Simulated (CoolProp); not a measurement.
A Linde-Hampson liquefier for ethylene: isothermal reversible compression at 290 K from 1 atm to 5 MPa, throttling to 1 atm, return gas leaving the recuperator 2 K below the feed. Each further row changes one setting.

Model: reference Helmholtz-energy equation of state, Smukala 2000, in CoolProp.

| case | liquid yield per pass | compression work (kJ/kg of gas) |
|---|---|---|
| as stated | 0.196 | 305 |
| high pressure 10 MPa | 0.479 | 325 |
| warm-end temperature 320 K | 0.117 | 347 |
| warm-end gap 7 K | 0.187 | 305 |
